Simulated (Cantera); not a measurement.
An isothermal, constant-pressure homogeneous reactor starts with CH4 : H2 : N2 = 0.022 : 1 : 0.0019 (molar parts), at 2373 K and 10.00 Torr.

Detailed kinetics in Cantera: GRI-Mech 3.0 (53 species, 325 reactions). GRI-Mech 3.0 stops at C3 and has no aromatics, soot or wall deposition, so with more carbon than oxygen in the feed, carbon stays in small species such as C2H2 where larger ones or solid carbon would form. Radical loss at walls, strong at low pressure, is not modelled.

Question: Predict: x(CH4) at 90.0 s; x(H2) at 90.0 s; x(HCN) at 90.0 s; x(C2H2) at 90.0 s; x(C2H) at 90.0 s.

Answer: 
- x(CH4) at 90.0 s: 2.49e-6 (gas-phase equilibrium 2.43e-6)
- x(H2) at 90.0 s: 0.874 (gas-phase equilibrium 0.874)
- x(HCN) at 90.0 s: 0.000430 (gas-phase equilibrium 0.00200)
- x(C2H2) at 90.0 s: 0.00963 (gas-phase equilibrium 0.00884)
- x(C2H) at 90.0 s: 6.76e-5 (gas-phase equilibrium 6.21e-5)
